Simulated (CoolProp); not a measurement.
Vapour-liquid equilibrium of propylene (1) + 1-butene (2) at 276.4 K; x and y are mole fractions of (1).

Values from CoolProp's multi-fluid Helmholtz-energy mixture model, Lemmon 2013 and Lemmon 2005; pair parameters Bell 2016.

Q: Give the bubble pressure and the first vapour's composition at x = 0.05, 0.8, 0.875. Is there an azeotrope?

A: x = 0.05: 0.1682 MPa, y = 0.174; x = 0.8: 0.5361 MPa, y = 0.937; x = 0.875: 0.5755 MPa, y = 0.962. No azeotrope shows between x = 0.05 and 0.95.

Pair parameters are fitted to limited data, so mixtures are less certain than the pure fluids.
